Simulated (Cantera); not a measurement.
A closed system holds: 1 mol CuO, 1.1 mol CO, held at 1725 K and 1 atm.

Equilibrium computed with Cantera from the NASA thermochemical tables; the gas is ideal and each condensed phase is pure. Candidate condensed phases: C, Cu, CuO, Cu2O; 15 gas species. Rates play no part.

Base state: CO2 0.909, CO 0.0909, Cu 0.000216 (mole fractions); condensed: Cu(l).

Problem. What changes in the equilibrium state with this change: pressure from 1 atm to 10.0 mbar?

Solution. 
```
species       before    after
----------  --------  -------
CO2            0.909    0.889
CO            0.0909   0.0891
Cu          0.000216   0.0219
Cu2          2.95e-7  2.99e-5
O2           8.25e-7  8.33e-5
Cu(l), mol     1.000    0.975
```
